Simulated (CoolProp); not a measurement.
Vapour-liquid equilibrium of n-pentane (1) + toluene (2) at 63.2 kPa; x and y are mole fractions of (1).

Values from CoolProp's multi-fluid Helmholtz-energy mixture model, Thol 2019 and Lemmon 2006; pair parameters Bell 2016.

| x | bubble temperature, mixture model (°C) | bubble temperature, Raoult's law (°C) | y, mixture model | y, Raoult's law |
|---|---|---|---|---|
| 0.05 | 80.3 | 84.3 | 0.402 | 0.324 |
| 0.15 | 61.9 | 68.8 | 0.721 | 0.651 |
| 0.25 | 51.3 | 57.9 | 0.836 | 0.798 |
| 0.35 | 44.3 | 49.7 | 0.891 | 0.875 |
| 0.45 | 39.3 | 43.4 | 0.923 | 0.920 |
| 0.55 | 35.4 | 38.2 | 0.944 | 0.948 |
| 0.65 | 32.2 | 33.9 | 0.960 | 0.967 |
| 0.75 | 29.3 | 30.2 | 0.973 | 0.980 |
| 0.85 | 26.7 | 27.0 | 0.985 | 0.990 |
| 0.95 | 24.1 | 24.2 | 0.995 | 0.997 |

The largest gap from Raoult's law is -6.9 K in bubble temperature, at x = 0.15. No azeotrope shows between x = 0.05 and 0.95.

Pair parameters are fitted to limited data, so mixtures are less certain than the pure fluids.
